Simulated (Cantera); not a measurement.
Mixture: CH4 : H2 : O2 : N2 = 1 : 0.57 : 1.76 : 5.1 (molar parts), at 0.592 atm, adiabatic and at constant volume. Ignition delay is the time to a rise of 400 K.

Model: GRI-Mech 3.0 (53 species, 325 reactions), integrated in Cantera.

**Question.** Predict: delay at 1300 K; delay at 1375 K; delay at 1450 K; delay at 1525 K; delay at 1600 K; apparent activation energy between 1450 and 1600 K.

**Answer.** 
```
Item                                                    Result
--------------------------------------------------  ----------
delay at 1300 K                                        1.09 ms
delay at 1375 K                                       0.622 ms
delay at 1450 K                                       0.378 ms
delay at 1525 K                                       0.243 ms
delay at 1600 K                                       0.163 ms
apparent activation energy between 1450 and 1600 K  110 kJ/mol
```
